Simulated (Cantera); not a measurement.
Charge: 1 mol FeS2, 1.9 mol SO2, a varied amount of N2, at 600 °C and 66.8 Torr.

Equilibrium computed with Cantera from the NASA thermochemical tables; the gas is ideal and each condensed phase is pure. Candidate condensed phases: Fe, FeO, FeS, FeSO4, FeS2, Fe2O3, Fe2(SO4)3, Fe3O4, S; 19 gas species. FeS: taken at fixed stoichiometry. Gases not in the tables: S3 to S7. Rates play no part.

At 3.9 mol N2, list the 4 most abundant gas species with their mole fractions, and the condensed phases.

N2 0.645, SO2 0.314, S2 0.0395, S2O 0.00169. Condensed: FeS(s) + FeS2(s).
